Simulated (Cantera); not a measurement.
A perfectly stirred reactor is fed with N2O : H2O = 1 : 0.013 (molar parts), at 4.73 Torr; it is held at 1273 K, and followed from long to short residence time.

Model: GRI-Mech 3.0 (53 species, 325 reactions), integrated in Cantera. GRI-Mech 3.0 was tuned for natural gas; its chemistry of N2O as a main component is partial and can be far from experiment. Radical loss at walls, strong at low pressure, is not modelled. The mechanism lacks the step 2 NO + O2 → 2 NO2, which can matter for NO2 below about 1400 K. The temperature is held fixed by assumption; the heat of reaction is taken as removed at once.

x: mole fraction; the columns are a selection and need not sum to one.

```csv
τ (s),x N2O,x H2O,x HO2,x NO2,x OH,x H2O2
3.2,0.920,0.0125,1.11e-6,0.000324,(withheld),2.89e-9
1.1,0.963,0.0127,2.11e-6,0.000189,(withheld),9.47e-9
0.41,0.978,0.0128,3.22e-6,7.78e-5,(withheld),2.14e-8
0.15,0.984,0.0128,3.99e-6,1.96e-5,(withheld),3.24e-8
0.052,0.986,0.0128,3.12e-6,2.28e-6,(withheld),1.89e-8
0.019,0.987,0.0128,1.15e-6,1.19e-7,(withheld),2.41e-9
0.0067,0.987,0.0128,2.11e-7,2.59e-9,(withheld),9.74e-11
0.0024,0.987,0.0128,2.69e-8,3.68e-11,(withheld),3.91e-12
0.00086,0.987,0.0128,2.57e-9,<1e-12,(withheld),<1e-12
0.00031,0.987,0.0128,1.87e-10,<1e-12,(withheld),<1e-12
```

Q: What belongs in the gaps?

A: 
- 3.2, x OH: 2.23e-5
- 1.1, x OH: 1.85e-5
- 0.41, x OH: 1.44e-5
- 0.15, x OH: 9.94e-6
- 0.052, x OH: 5.73e-6
- 0.019, x OH: 2.89e-6
- 0.0067, x OH: 1.19e-6
- 0.0024, x OH: 4.01e-7
- 0.00086, x OH: 1.05e-7
- 0.00031, x OH: 2.12e-8
